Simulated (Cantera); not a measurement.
A closed system holds: 1 mol Al, 4.9 mol H2O, 27 mol N2, 0.00027 mol HCl, equilibrated at 0.00710 bar.

These are equilibrium values from Cantera (NASA tables, ideal gas, pure condensed phases), not measurements of a reactor. Candidate condensed phases: Al, AlCl3, AlN, Al2O3, H2O, NH4Cl; 45 gas species. Equilibrium is a limit: real reactors are often held back by kinetics, nucleation or transport.

x: gas mole fraction; n: condensed amount in mol.

```csv
T (K),x N2,x H2O,x H2,x H,x OH,x NO,n Al2O3(s)
1400,0.846,0.107,0.0470,1.25e-5,5.64e-7,1.99e-8,0.500
1450,0.846,0.107,0.0470,2.43e-5,1.32e-6,5.48e-8,0.500
1500,0.846,0.107,0.0470,4.53e-5,2.93e-6,1.41e-7,0.500
1550,0.846,0.107,0.0470,___,___,___,0.500
1600,0.846,0.107,0.0470,___,___,___,0.500
1650,0.846,0.107,0.0469,0.000234,2.40e-5,1.71e-6,0.500
1700,0.846,0.107,0.0468,0.000378,4.45e-5,3.56e-6,0.500
1750,0.846,0.106,0.0468,0.000597,7.97e-5,7.11e-6,0.500
1800,0.846,0.106,0.0466,0.000918,0.000138,1.37e-5,0.500
1850,0.846,0.106,0.0465,0.00138,0.000233,2.55e-5,0.500
1900,0.845,0.106,0.0462,0.00202,0.000381,4.59e-5,0.500
1950,0.845,0.106,0.0459,0.00292,0.000609,8.03e-5,0.500
2000,0.844,0.105,0.0456,0.00412,0.000948,0.000136,0.500
2050,0.843,0.104,0.0453,0.00573,0.00144,0.000225,0.500
```

Some entries are withheld; supply them.


- 1550, x H: 8.10e-5
- 1550, x OH: 6.18e-6
- 1550, x NO: 3.41e-7
- 1600, x H: 0.000140
- 1600, x OH: 1.24e-5
- 1600, x NO: 7.82e-7
